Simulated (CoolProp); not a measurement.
A single-stage vapour-compression cycle with the fluid: evaporating at 278.15 K (dew point), condensing at 339.15 K (bubble point), superheat 5 K, subcooling 8 K, compressor efficiency 0.6, no pressure losses. The same conditions are run with several fluids, on thermodynamics alone (safety and materials aside).

Computed with CoolProp (reference Helmholtz-energy equation of state of each fluid (cis-2-butene: Lemmon 2005; R236EA: Rui 2013; carbonyl sulfide: Lemmon 2006; sulfur dioxide: Gao 2016; n-perfluoropentane: Gao 2022; R115: Lemmon 2016)).

Task: Rank cis-2-butene, R236EA, carbonyl sulfide, sulfur dioxide, n-perfluoropentane, R115 by cooling COP, highest first.

Result: cis-2-butene (2.27), sulfur dioxide (2.23), carbonyl sulfide (2.08), R236EA (2.06), n-perfluoropentane (1.71), R115 (1.58)

| fluid | pressure ratio | discharge temperature (K) | refrigerating effect (kJ/kg) | volumetric capacity (kJ/m³) |
|---|---|---|---|---|
| cis-2-butene | 6.32 | 375.6 | 299 | 789 |
| R236EA | 7.32 | 349.4 | 103 | 666 |
| carbonyl sulfide | 4.17 | 425.8 | 195 | 4190 |
| sulfur dioxide | 6.76 | 490.7 | 304 | 1640 |
| n-perfluoropentane | 8.68 | 339.2 | 45.1 | 214 |
| R115 | 4.55 | 349.0 | 49.4 | 1910 |

The compression ends wet for: n-perfluoropentane.
